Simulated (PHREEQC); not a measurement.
Dissolve 0.00011 mol PbCl2, 0.02 mol NaCl and 0.096 mol Zn(NO3)2 per kg of water at 25 °C. Closed to the air; pH follows from the charge balance.

All values are PHREEQC results (ion-association model, phreeqc.dat), not measurements.

```json
{
 "pH": "5.22",
 "ionic_strength": "0.306 mol/kgw",
 "activity_of_water": "0.994",
 "specific_conductance": "18000 µS/cm",
 "density": "1.013 g/cm³"
}
```

| species | molality | activity | log γ |
|---|---|---|---|
| NO3- | 0.192 | 0.126 | -0.183 |
| Zn+2 | 0.0948 | 0.0243 | -0.591 |
| Na+ | 0.0200 | 0.0146 | -0.137 |
| Cl- | 0.0190 | 0.0130 | -0.165 |
| ZnCl+ | 0.00123 | 0.000848 | -0.163 |
| Pb+2 | 5.66e-5 | 1.64e-5 | -0.539 |
| PbNO3+ | 4.16e-5 | 3.05e-5 | -0.135 |
| PbCl+ | 1.15e-5 | 8.44e-6 | -0.135 |
| ZnCl2 | 1.07e-5 | 1.15e-5 | 0.031 |
| H+ | 7.70e-6 | 6.02e-6 | -0.107 |
| ZnOH+ | 6.00e-6 | 4.40e-6 | -0.135 |
| ZnOHCl | 1.61e-6 | 1.72e-6 | 0.031 |
| ZnCl3- | 2.44e-7 | 1.68e-7 | -0.163 |
| PbCl2 | 1.62e-7 | 1.74e-7 | 0.031 |
| PbOH+ | 7.19e-8 | 5.27e-8 | -0.135 |

This is a speciation only: nothing precipitates in the calculation. Species that the database lacks are ignored.
